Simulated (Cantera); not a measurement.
A Cantera script and what it prints.

```python
import numpy as np
import cantera as ct

gas_names = """
    H HO2 H2 H2O H2O2 O OH O2 O3 P PH PH3 PO PO2 P2 P4 P4O10
""".split()
cond_names = """
    H2O(s) H2O(L) P(cr) P(L) P4O10(s)
""".split()


# ... load() reads the species with a 1 bar reference pressure and builds the phases ...
atoms = {
    'PH3': {'P': 1, 'H': 3},
    'H2O': {'H': 2, 'O': 1},
    'H2': {'H': 2},
}
top_T = {'P4O10(s)': 690}  # K; cautious upper limits of use, not melting points


# ... equilibrate(T, P, feed) seeds the gas with the atoms and calls Mixture.equilibrate('TP', solver="vcs", rtol=1e-11, max_steps=5000) ...
results = []
feed = {'PH3': 1, 'H2O': 0.12, 'H2': 14}  # mol
P = 28000000  # Pa
for T in [2375, 2475, 2575, 2675, 2775, 2875, 2975, 3075]:
    mix = equilibrate(T, P, feed)
    results.append((T, P, feed, dict(zip(mix.species_names, mix.species_moles))))
    x = sorted(zip(gas.X, gas.species_names), reverse=True)
    print(f"T = {T:g} K  P = {P:g} Pa  gas = {mix.phase_moles(0):.4g} mol")
    print("   x: " + "  ".join(f"{s} {v:.3e}" for v, s in x if v > 1e-06))
    print("   condensed (mol): " + ("  ".join(f"{mix.phase(i).name} {mix.phase_moles(i):.4g}"
          for i in range(1, mix.n_phases) if mix.phase_moles(i) > 1e-12) or "none"))
```

It prints:

```
T = 2375 K  P = 2.8e+07 Pa  gas = 16.06 mol
   x: H2 9.589e-01  P2 2.799e-02  H2O 7.307e-03  PH3 3.921e-03  H 8.253e-04  PH 4.671e-04  P4 4.226e-04  PO 1.616e-04  P 4.411e-05  PO2 1.302e-06  OH 1.120e-06
   condensed (mol): none
T = 2475 K  P = 2.8e+07 Pa  gas = 16.07 mol
   x: H2 9.584e-01  P2 2.835e-02  H2O 7.241e-03  PH3 3.448e-03  H 1.316e-03  PH 6.581e-04  P4 2.804e-04  PO 2.193e-04  P 7.404e-05  OH 2.002e-06  PO2 1.644e-06
   condensed (mol): none
T = 2575 K  P = 2.8e+07 Pa  gas = 16.09 mol
   x: H2 9.577e-01  P2 2.852e-02  H2O 7.163e-03  PH3 3.057e-03  H 2.026e-03  PH 9.006e-04  PO 2.890e-04  P4 1.901e-04  P 1.191e-04  OH 3.413e-06  PO2 2.024e-06
   condensed (mol): none
T = 2675 K  P = 2.8e+07 Pa  gas = 16.1 mol
   x: H2 9.567e-01  P2 2.854e-02  H2O 7.070e-03  H 3.019e-03  PH3 2.730e-03  PH 1.201e-03  PO 3.714e-04  P 1.846e-04  P4 1.317e-04  OH 5.574e-06  PO2 2.435e-06
   condensed (mol): none
T = 2775 K  P = 2.8e+07 Pa  gas = 16.12 mol
   x: H2 9.553e-01  P2 2.845e-02  H2O 6.963e-03  H 4.374e-03  PH3 2.454e-03  PH 1.567e-03  PO 4.664e-04  P 2.769e-04  P4 9.299e-05  OH 8.760e-06  PO2 2.870e-06
   condensed (mol): none
T = 2875 K  P = 2.8e+07 Pa  gas = 16.14 mol
   x: H2 9.535e-01  P2 2.824e-02  H2O 6.841e-03  H 6.174e-03  PH3 2.217e-03  PH 2.001e-03  PO 5.737e-04  P 4.031e-04  P4 6.679e-05  OH 1.330e-05  PO2 3.317e-06
   condensed (mol): none
T = 2975 K  P = 2.8e+07 Pa  gas = 16.17 mol
   x: H2 9.510e-01  P2 2.794e-02  H 8.517e-03  H2O 6.704e-03  PH 2.510e-03  PH3 2.012e-03  PO 6.922e-04  P 5.713e-04  P4 4.869e-05  OH 1.955e-05  PO2 3.766e-06
   condensed (mol): none
T = 3075 K  P = 2.8e+07 Pa  gas = 16.2 mol
   x: H2 9.478e-01  P2 2.753e-02  H 1.150e-02  H2O 6.552e-03  PH 3.094e-03  PH3 1.833e-03  PO 8.206e-04  P 7.902e-04  P4 3.594e-05  OH 2.794e-05  PO2 4.206e-06
   condensed (mol): none
```

These are equilibrium values from Cantera (NASA tables, ideal gas, pure condensed phases), not measurements of a reactor. The ideal-gas law is rough above about 30 bar. Gases not in the tables: HPO2, HPO3 and P4O6.
